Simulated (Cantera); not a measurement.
Mixture: H2 : O2 : N2 = 1 : 0.455 : 1.71 (molar parts), equivalence ratio 1.1, at 0.540 bar, adiabatic and at constant pressure. Ignition delay is the time to a rise of 400 K.

Computed with Cantera and GRI-Mech 3.0 (53 species, 325 reactions). Where the delays flatten at high temperature, the 400 K rule measures the pace of heat release, not the induction time.

Question: Predict: delay at 973 K; delay at 1123 K; delay at 1273 K; delay at 1423 K; delay at 1573 K.

Answer: 
| Item | Result |
|---|---|
| delay at 973 K | 0.514 ms |
| delay at 1123 K | 0.134 ms |
| delay at 1273 K | 66.7 µs |
| delay at 1423 K | 46.3 µs |
| delay at 1573 K | 41.2 µs |
